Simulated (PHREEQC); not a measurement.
PHREEQC input (Pitzer model, pitzer.dat):

```
SOLUTION 1
  temp 40
  units mol/kgw
  pH 7 charge
  Na 0.0212
  Cl 0.0068
  S(6) 0.0036
END
USE solution 1
INCREMENTAL_REACTIONS false
REACTION 1
  H2O -1
  0 9.886 18.011 24.689 30.178 34.689 38.397 41.444
  43.949 46.007 47.699 49.089 50.232 51.172 51.944 52.578
  53.1 53.528 53.88 54.17 54.408 54.603 54.764 54.896
  55.005 55.094 55.168 55.228 moles
EQUILIBRIUM_PHASES 1
  Halite 0 0
  Mirabilite 0 0
  Thenardite 0 0
SELECTED_OUTPUT 1
  -reset false
  -pH true
  -pe true
  -ionic_strength true
  -water true
  -activities H2O
  -totals Cl Na S
  -molalities H+ Na+ Cl- SO4-2 OH- HSO4-
  -equilibrium_phases Halite Mirabilite Thenardite
PRINT
  -reset false
END
```

Selected output (columns that matter, 21 of 28 rows; water left (kg) added in front):

```
water left (kg)	pH	mu	Cl	Na	S	m_H+	m_Na+	m_Cl-	m_SO4-2	m_OH-	la_H2O
1	11.322	0.0248	0.0068	0.0212	0.0036	5.6219e-12	0.0212	0.0068	0.0036	0.0072	-0.00028481
0.821894	11.402	0.030174	0.0082736	0.025794	0.0043801	4.7502e-12	0.025794	0.0082736	0.0043801	0.0087603	-0.00034484
0.555203	11.559	0.044668	0.012248	0.038184	0.0064841	3.4099e-12	0.038184	0.012248	0.0064841	0.012968	-0.00050526
0.456313	11.638	0.054349	0.014902	0.046459	0.0078893	2.897e-12	0.046459	0.014902	0.0078893	0.015779	-0.00061145
0.375043	11.716	0.066126	0.018131	0.056527	0.0095989	2.4657e-12	0.056527	0.018131	0.0095989	0.019198	-0.00073986
0.253345	11.871	0.09789	0.026841	0.08368	0.01421	1.7956e-12	0.08368	0.026841	0.01421	0.02842	-0.001083
0.208215	11.948	0.11911	0.032659	0.10182	0.01729	1.536e-12	0.10182	0.032659	0.01729	0.03458	-0.0013104
0.171138	12.025	0.14491	0.039734	0.12388	0.021036	1.3158e-12	0.12388	0.039734	0.021036	0.042071	-0.0015855
0.115613	12.179	0.21451	0.058817	0.18337	0.031138	9.6889e-13	0.18337	0.058817	0.031138	0.062277	-0.0023221
0.0950203	12.255	0.261	0.071564	0.22311	0.037887	8.3226e-13	0.22311	0.071564	0.037887	0.075773	-0.0028114
0.0641769	12.408	0.38643	0.10596	0.33034	0.056095	6.1402e-13	0.33034	0.10596	0.056095	0.11219	-0.0041259
0.0527548	12.485	0.4701	0.1289	0.40186	0.06824	5.2685e-13	0.40186	0.1289	0.06824	0.13648	-0.0050006
0.0433504	12.563	0.57208	0.15686	0.48904	0.083044	4.5107e-13	0.48904	0.15686	0.083044	0.16609	-0.0060667
0.0292979	12.719	0.84648	0.2321	0.7236	0.12288	3.2742e-13	0.7236	0.2321	0.12288	0.24575	-0.008944
0.0240733	12.799	1.0302	0.28247	0.88064	0.14954	2.7649e-13	0.88064	0.28247	0.14954	0.29909	-0.010885
0.0197855	12.88	1.2534	0.34369	1.0715	0.18195	2.3154e-13	1.0715	0.34369	0.18195	0.3639	-0.013265
0.0133718	13.048	1.8546	0.50853	1.5854	0.26922	1.5635e-13	1.5854	0.50853	0.26922	0.53845	-0.019834
0.0109937	13.136	2.2558	0.61854	1.9284	0.32746	1.2497e-13	1.9284	0.61854	0.32746	0.65492	-0.024374
0.00902992	13.229	2.7464	0.75305	2.3478	0.39867	9.7195e-14	2.3478	0.75305	0.39867	0.79735	-0.03012
0.00609331	13.432	4.07	1.116	3.4792	0.59081	5.256e-14	3.4792	1.116	0.59081	1.1816	-0.04681
0.00501235	13.543	4.9478	1.3566	4.2296	0.71823	3.5845e-14	4.2296	1.3566	0.71823	1.4365	-0.058892
```

Complexes and solids missing from the database can't appear. Away from 25 °C the constants follow the database's enthalpies or fits; those with neither stay at their 25 °C values.
